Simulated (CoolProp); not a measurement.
Saturation properties of n-undecane.

The numbers come from the reference Helmholtz-energy equation of state, Aleksandrov 2011 in CoolProp. It is a short technical equation, of lower accuracy than the large ones.

| T (K) | p (MPa) | liquid density (kg/m³) | enthalpy of vaporisation (kJ/kg) | liquid cp (kJ/(kg K)) | vapour Z |
|---|---|---|---|---|---|
| 422.7 | 0.02791 | 639.3 | 292.4 | 2.689 | 0.9715 |
| 447.6 | 0.05823 | 618.3 | 278.0 | 2.792 | ? |
| 472.5 | 0.1105 | 596.1 | 262.8 | 2.898 | 0.9268 |
| 497.5 | 0.1945 | 572.2 | ? | 3.007 | 0.8920 |
| 522.4 | 0.3209 | 546.4 | 227.9 | 3.122 | 0.8473 |
| 547.3 | 0.5030 | 517.5 | 207.0 | 3.252 | 0.7904 |
| 572.2 | ? | 484.0 | ? | 3.412 | 0.7178 |
| 597.1 | 1.103 | 442.5 | 150.5 | 3.663 | ? |

Q: Complete the blanks.

A: 
- 447.6, vapour Z: 0.9527
- 497.5, enthalpy of vaporisation (kJ/kg): 246.2
- 572.2, p (MPa): 0.7568
- 572.2, enthalpy of vaporisation (kJ/kg): 182.2
- 597.1, vapour Z: 0.6222

It boils at 468.9 K under 1 atm.
